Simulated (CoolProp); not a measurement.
A simple Rankine cycle with propyne: condensing at 300.15 K, boiler at 1.87 MPa, turbine inlet 473 K, turbine efficiency 0.75, pump efficiency 0.6, no recuperator. Each further row changes one setting.

Values from CoolProp's reference Helmholtz-energy equation of state, Polt 1992. This equation is an older, rougher fit; its heat capacities, sound speeds and derivatives of the liquid may be far off and weren't checked against measurements.

| case | thermal efficiency (%) | net work (kJ/kg) | heat in (kJ/kg) | turbine exit temperature (K) | volume ratio over the turbine |
|---|---|---|---|---|---|
| as stated | 9.0 | 69.3 | 768 | 428.6 | 2.86 |
| condensing temperature 292.15 K | 10.6 | 83.5 | 786 | 420.1 | 3.56 |
| boiler pressure 1.31 MPa | 6.3 | 49.2 | 776 | 443.3 | 2.03 |
| turbine efficiency 0.65 | 7.8 | 59.6 | 768 | 433.6 | 2.90 |
